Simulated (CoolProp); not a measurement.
R21 along the isotherm 199.85 °C: fugacity coefficient from the reference equation and from simpler models built on Tc = 179.6 °C, pc = 5289 kPa, ω = 0.206; each cubic takes its own stable root.

Computed with CoolProp (reference Helmholtz-energy equation of state, Platzer 1990). This equation is an older, rougher fit; its heat capacities, sound speeds and derivatives of the liquid may be far off and weren't checked against measurements.

| p (kPa) | phase | reference |
|---|---|---|
| 167 | gas | 0.9909 |
| 297 | gas | 0.9839 |
| 529 | gas | 0.9713 |
| 940 | gas | 0.9492 |
| 1670 | gas | 0.9100 |
| 2970 | gas | 0.8405 |
| 5290 | supercritical | 0.7155 |
| 9400 | supercritical | 0.5046 |
| 16700 | supercritical | 0.3528 |
| 29700 | supercritical | 0.2783 |
| 52900 | supercritical | 0.2707 |

Problem. How far does each simpler model (van der Waals, Redlich-Kwong, Soave-Redlich-Kwong, Peng-Robinson) lie from the reference over these 11 states: mean and median of the absolute difference, and the worst?

Solution. 
- van der Waals: mean 8.6 %, median 1.3 %, worst +49.0 % at 199.85 °C and 52900 kPa
- Redlich-Kwong: mean 1.7 %, median 0.4 %, worst +7.3 % at 199.85 °C and 52900 kPa
- Soave-Redlich-Kwong: mean 2.7 %, median 0.2 %, worst +10.8 % at 199.85 °C and 52900 kPa
- Peng-Robinson: mean 1.8 %, median 1.6 %, worst -6.0 % at 199.85 °C and 52900 kPa
